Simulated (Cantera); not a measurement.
# SiH2Cl2 + HCl + H2 (silicon epitaxy and polysilicon growth)

Feed: 1 mol SiH2Cl2, 0.24 mol HCl, 10 mol H2, at 0.0350 bar.

Equilibrium computed with Cantera from the NASA thermochemical tables; the gas is ideal and each condensed phase is pure. Candidate condensed phases: Si; 19 gas species. The tables' values for SiCl3, SiCl are old estimates; treat these amounts as uncertain. Rates play no part.

From 702 °C to 1352 °C the condensed part is Si(s). The main Si-bearing gas is SiCl4 at 702 °C and SiCl2 at 1352 °C.

```tsv
T (°C)	x H2	x HCl	x SiCl2	x SiCl4	x SiHCl3	n Si(s)
702	0.936	0.0167	0.000479	0.0344	0.0110	0.449
752	0.930	0.0249	0.00119	0.0320	0.0103	0.470
802	0.922	0.0354	0.00266	0.0286	0.00924	0.493
852	0.911	0.0479	0.00533	0.0241	0.00797	0.515
902	0.899	0.0614	0.00956	0.0187	0.00646	0.532
952	0.887	0.0745	0.0153	0.0130	0.00481	0.541
1002	0.877	0.0855	0.0216	0.00785	0.00325	0.541
1052	0.869	0.0931	0.0274	0.00418	0.00200	0.536
1102	0.864	0.0975	0.0317	0.00203	0.00115	0.528
1152	0.861	0.0996	0.0347	0.000946	0.000640	0.521
1202	0.860	0.100	0.0368	0.000441	0.000358	0.513
1252	0.859	0.100	0.0383	0.000210	0.000204	0.507
1302	0.859	0.0998	0.0393	0.000104	0.000119	0.500
1352	0.859	0.0993	0.0402	5.30e-5	7.15e-5	0.494
```
x: gas mole fraction; n: condensed amount in mol.
